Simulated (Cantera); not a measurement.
## SiO2 + C + H2 (carbothermic reduction)

Feed: 1 mol SiO2, 1.5 mol C, 7.4 mol H2, held at 89.0 mbar.

Method: chemical equilibrium by Gibbs-energy minimisation in Cantera with the NASA 1993 tables (ideal gas, pure condensed phases). Candidate condensed phases: C, C6H6, C7H8, C8H18, H2O, Si, SiC, SiO2; 123 gas species. Gases not in the tables: Si2H6 and higher silanes. The numbers say what is thermodynamically allowed, not how fast it happens.

From 2075 K to 2400 K the condensed part is SiC(s). The main Si-bearing gas is SiO throughout. The share of Si in condensed phases is highest at 2075 K (24.6 %) and lowest at 2400 K (8.7 %).

```json
[
 {"T (K)": "2075", "x H2": "0.780", "x CO": "0.133", "x SiO": "0.0790", "x H": "0.00788", "x Si": "0.000603", "n SiC(s)": "0.246"},
 {"T (K)": "2100", "x H2": "0.778", "x CO": "0.133", "x SiO": "0.0788", "x H": "0.00921", "x Si": "0.000836", "n SiC(s)": "0.244"},
 {"T (K)": "2125", "x H2": "0.776", "x CO": "0.133", "x SiO": "0.0785", "x H": "0.0107", "x Si": "0.00115", "n SiC(s)": "0.242"},
 {"T (K)": "2150", "x H2": "0.774", "x CO": "0.133", "x SiO": "0.0782", "x H": "0.0124", "x Si": "0.00157", "n SiC(s)": "0.239"},
 {"T (K)": "2175", "x H2": "0.772", "x CO": "0.133", "x SiO": "0.0777", "x H": "0.0144", "x Si": "0.00212", "n SiC(s)": "0.236"},
 {"T (K)": "2200", "x H2": "0.770", "x CO": "0.133", "x SiO": "0.0771", "x H": "0.0166", "x Si": "0.00284", "n SiC(s)": "0.231"},
 {"T (K)": "2225", "x H2": "0.766", "x CO": "0.133", "x SiO": "0.0764", "x H": "0.0190", "x Si": "0.00378", "n SiC(s)": "0.224"},
 {"T (K)": "2250", "x H2": "0.763", "x CO": "0.134", "x SiO": "0.0754", "x H": "0.0217", "x Si": "0.00499", "n SiC(s)": "0.216"},
 {"T (K)": "2275", "x H2": "0.759", "x CO": "0.134", "x SiO": "0.0742", "x H": "0.0248", "x Si": "0.00653", "n SiC(s)": "0.205"},
 {"T (K)": "2300", "x H2": "0.754", "x CO": "0.135", "x SiO": "0.0727", "x H": "0.0282", "x Si": "0.00846", "n SiC(s)": "0.191"},
 {"T (K)": "2325", "x H2": "0.748", "x CO": "0.136", "x SiO": "0.0709", "x H": "0.0319", "x Si": "0.0109", "n SiC(s)": "0.173"},
 {"T (K)": "2350", "x H2": "0.741", "x CO": "0.137", "x SiO": "0.0686", "x H": "0.0360", "x Si": "0.0138", "n SiC(s)": "0.150"},
 {"T (K)": "2375", "x H2": "0.734", "x CO": "0.138", "x SiO": "0.0659", "x H": "0.0405", "x Si": "0.0174", "n SiC(s)": "0.122"},
 {"T (K)": "2400", "x H2": "0.725", "x CO": "0.140", "x SiO": "0.0626", "x H": "0.0454", "x Si": "0.0217", "n SiC(s)": "0.0869"}
]
```
x: gas mole fraction; n: condensed amount in mol.
